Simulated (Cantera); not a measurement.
## Low-pressure radical oxidation in H2/O2

A perfectly stirred reactor is fed with H2 : O2 = 0.005 : 1 (molar parts), at 10.00 Torr; it is held at 1123 K, and followed from long to short residence time.

Model: the H2/O2 subset of GRI-Mech 3.0, which has no nitrogen chemistry, integrated in Cantera. Radical loss at walls, strong at low pressure, is not modelled.

```json
[
 {"τ (s)": "0.71", "x H2": "5.47e-5", "x O2": "0.993", "x H": "3.14e-5", "x OH": "0.000213", "x H2O2": "1.20e-8", "x H2O": "0.00481"},
 {"τ (s)": "0.43", "x H2": "7.42e-5", "x O2": "0.993", "x H": "4.56e-5", "x OH": "0.000249", "x H2O2": "1.34e-8", "x H2O": "0.00476"},
 {"τ (s)": "0.25", "x H2": "0.000105", "x O2": "0.993", "x H": "6.59e-5", "x OH": "0.000294", "x H2O2": "1.53e-8", "x H2O": "0.00470"},
 {"τ (s)": "0.15", "x H2": "0.000148", "x O2": "0.992", "x H": "8.96e-5", "x OH": "0.000342", "x H2O2": "1.78e-8", "x H2O": "0.00462"},
 {"τ (s)": "0.090", "x H2": "0.000212", "x O2": "0.992", "x H": "0.000117", "x OH": "0.000399", "x H2O2": "2.12e-8", "x H2O": "0.00451"},
 {"τ (s)": "0.054", "x H2": "0.000309", "x O2": "0.992", "x H": "0.000148", "x OH": "0.000464", "x H2O2": "2.59e-8", "x H2O": "0.00436"},
 {"τ (s)": "0.032", "x H2": "0.000460", "x O2": "0.992", "x H": "0.000180", "x OH": "0.000539", "x H2O2": "3.21e-8", "x H2O": "0.00416"},
 {"τ (s)": "0.019", "x H2": "0.000688", "x O2": "0.992", "x H": "0.000207", "x OH": "0.000618", "x H2O2": "3.99e-8", "x H2O": "0.00388"},
 {"τ (s)": "0.011", "x H2": "0.00105", "x O2": "0.992", "x H": "0.000224", "x OH": "0.000693", "x H2O2": "4.88e-8", "x H2O": "0.00347"},
 {"τ (s)": "0.0069", "x H2": "0.00150", "x O2": "0.992", "x H": "0.000220", "x OH": "0.000733", "x H2O2": "5.51e-8", "x H2O": "0.00300"}
]
```
x: mole fraction; the columns are a selection and need not sum to one.
